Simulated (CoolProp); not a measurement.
Vapour-liquid equilibrium of p-xylene (1) + n-decane (2) at 405.4 K; x and y are mole fractions of (1).

Model: multi-fluid Helmholtz-energy mixture model, Zhou 2012 and Lemmon 2006; pair parameters Bell 2016, in CoolProp.

```csv
x,"bubble pressure, mixture model (bar)","bubble pressure, Raoult's law (bar)","y, mixture model","y, Raoult's law"
0.05,0.3359,0.3325,0.135,0.129
0.2,0.4257,0.4156,[?],0.413
0.35,[?],0.4988,[?],0.603
0.5,[?],0.5819,[?],0.738
0.65,0.6735,0.6650,[?],0.840
0.8,[?],0.7481,0.911,0.919
0.95,0.8323,0.8313,[?],0.982
```

**Question.** Some entries are withheld; supply them.

**Answer.** 
- 0.2, y, mixture model: 0.419
- 0.35, bubble pressure, mixture model (bar): 0.5112
- 0.35, y, mixture model: 0.601
- 0.5, bubble pressure, mixture model (bar): 0.5933
- 0.5, y, mixture model: 0.730
- 0.65, y, mixture model: 0.830
- 0.8, bubble pressure, mixture model (bar): 0.7528
- 0.95, y, mixture model: 0.979

The largest gap from Raoult's law is +2.5 % in bubble pressure, at x = 0.35. No azeotrope shows between x = 0.05 and 0.95.

Pair parameters are fitted to limited data, so mixtures are less certain than the pure fluids.
